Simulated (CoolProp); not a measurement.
Saturated liquid density (kg/m³) of n-hexane: the reference equation beside estimates from Tc = 234.7 °C, pc = 3.044 MPa, ω = 0.300. Rackett uses Z = 0.29056 − 0.08775 ω.

The numbers come from the reference Helmholtz-energy equation of state, Thol 2019 in CoolProp.

```csv
T (°C),reference,Rackett,Soave-Redlich-Kwong,Peng-Robinson
56.15,625.6,631.2,564.1,637.5
68.85,___,618.3,552.4,624.8
81.55,600.4,605.0,539.9,___
94.35,___,591.1,526.5,596.4
107.05,573.2,576.7,512.1,580.6
119.75,558.7,561.6,496.6,563.4
132.55,543.3,545.6,479.7,544.4
145.25,526.9,528.8,461.5,523.8
158.05,509.2,510.6,441.3,500.9
170.75,490.0,491.0,419.1,475.5
183.45,468.4,469.3,394.2,446.7
196.25,443.3,444.4,365.4,413.1
208.95,412.9,414.8,___,373.2
221.75,371.2,374.8,287.2,320.9
```

Q: Fill in the missing entries.

A: 
- 68.85, reference: 613.2
- 81.55, Peng-Robinson: 611.2
- 94.35, reference: 587.0
- 208.95, Soave-Redlich-Kwong: 331.4

Absolute difference from the reference over all 14 rows, mean and median: Rackett 0.5 and 0.5 %, Soave-Redlich-Kwong 13.5 and 12.1 %, Peng-Robinson 3.5 and 1.8 %.
